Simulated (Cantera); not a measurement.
A closed system holds: 1 mol SiH2Cl2, 0.1 mol NO, 0.19 mol H2, at 1148.15 K and 13300 Pa.

These are equilibrium values from Cantera (NASA tables, ideal gas, pure condensed phases), not measurements of a reactor. Candidate condensed phases: H2O, NH4Cl, Si, SiO2, Si2N2O, Si3N4; 47 gas species. Mutual solubility and eutectic melting of coexisting phases are not modelled. The tables' values for SiCl3 are old estimates; treat these amounts as uncertain. The tables hold silica as quartz up to 1696 K and as liquid above; real silica turns to tridymite and cristobalite and melts near 1996 K. The numbers say what is thermodynamically allowed, not how fast it happens.

Base state: H2 0.641, SiCl4 0.223, HCl 0.0583, SiHCl3 0.0492, SiCl3 0.0153, SiCl2 0.0116, SiH2Cl2 0.00136, SiH3Cl 1.01e-5 (mole fractions); condensed: Si(s) + SiO2(β-quartz) + Si2N2O(s).

**Question.** What changes in the equilibrium state with this change: NO from 0.1 to 3.5 mol?

**Answer.** 
| species | before | after |
|---|---|---|
| N2 | <1e-9 | 0.387 |
| HCl | 0.0583 | 0.375 |
| O2 | <1e-9 | 0.128 |
| H2 | 0.641 | 2.38e-9 |
| SiCl4 | 0.223 | <1e-9 |
| SiHCl3 | 0.0492 | <1e-9 |
| Cl2 | <1e-9 | 0.0329 |
| SiCl3 | 0.0153 | <1e-9 |
| SiCl2 | 0.0116 | <1e-9 |
| H2O | 1.48e-8 | 0.0756 |
| SiH2Cl2 | 0.00136 | <1e-9 |
| Cl | 1.26e-8 | 0.00133 |
| NO | <1e-9 | 7.07e-5 |
| HOCl | <1e-9 | 1.04e-5 |
| Si(s), mol | 0.361 | 0 |
| SiO2(β-quartz), mol | 0.0250 | 1.00 |
| Si2N2O(s), mol | 0.0500 | 0 |

**Question.** What changes in the equilibrium state with this change: SiH2Cl2 replaced by Si2H6?

**Answer.** 
```
species               before   after
-------------------  -------  ------
H2                     0.641   1.000
SiCl4                  0.223       0
HCl                   0.0583       0
SiHCl3                0.0492       0
SiCl3                 0.0153       0
SiCl2                 0.0116       0
SiH2Cl2              0.00136       0
SiH3Cl               1.01e-5       0
Si(s), mol             0.361    1.88
SiO2(β-quartz), mol   0.0250  0.0250
Si2N2O(s), mol        0.0500  0.0500
```
The feed counts by its element totals alone.
